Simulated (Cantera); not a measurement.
**Thermodynamics of carbothermic reduction, feed Cu2O + C + CO**

Input: 1 mol Cu2O, a varied amount of C, 0.014 mol CO, held at 1723 K and 2300 Pa.

Method: chemical equilibrium by Gibbs-energy minimisation in Cantera with the NASA 1993 tables (ideal gas, pure condensed phases). Candidate condensed phases: C, Cu, CuO, Cu2O; 15 gas species. The numbers say what is thermodynamically allowed, not how fast it happens.

At 0.64 mol C the condensed part is Cu(l). From 1.4 mol C to 6.6 mol C the condensed part is C(graphite) + Cu(l). The main Cu-bearing gas is Cu throughout.

| n(C) (mol) | log p CO | log p CO2 | log p Cu | log p Cu2 | log p O2 | log p O | n Cu(l) | n C(graphite) |
|---|---|---|---|---|---|---|---|---|
| 0.64 | -1.99 | -1.90 | -3.67 | -6.54 | -7.92 | -8.21 | 1.99 | 0 |
| 1.4 | -1.64 | -7.20 | -3.67 | -6.54 | <-13 | <-13 | 1.99 | 0.400 |
| 2.1 | -1.64 | -7.20 | -3.67 | -6.54 | <-13 | <-13 | 1.99 | 1.10 |
| 2.9 | -1.64 | -7.20 | -3.67 | -6.54 | <-13 | <-13 | 1.99 | 1.90 |
| 3.6 | -1.64 | -7.20 | -3.67 | -6.54 | <-13 | <-13 | 1.99 | 2.60 |
| 4.4 | -1.64 | -7.20 | -3.67 | -6.54 | <-13 | <-13 | 1.99 | 3.40 |
| 5.1 | -1.64 | -7.20 | -3.67 | -6.54 | <-13 | <-13 | 1.99 | 4.10 |
| 5.9 | -1.64 | -7.20 | -3.67 | -6.54 | <-13 | <-13 | 1.99 | 4.90 |
| 6.6 | -1.64 | -7.20 | -3.67 | -6.54 | <-13 | <-13 | 1.99 | 5.60 |
log p: log10 of the partial pressure in bar; n: condensed amount in mol.
